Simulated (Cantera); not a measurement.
Source: NASA polynomial tables (part measured, part estimated), evaluated in Cantera. Values are per mole of reaction as written; species without (g) are pure solids or liquids, kept so even where they would boil at 1 bar.

Question: Between 300 and 773 K, where is each reaction favourable under standard conditions?
- CCl4(g) + 2 Pb → C + 2 PbCl2(g)

Answer: 
- CCl4(g) + 2 Pb → C + 2 PbCl2(g): ΔG° is -312 kJ at 300 K and -399 kJ at 773 K; it stays negative (K > 1). ΔH° is -274 kJ and ΔS° 161 J/K at 773 K.
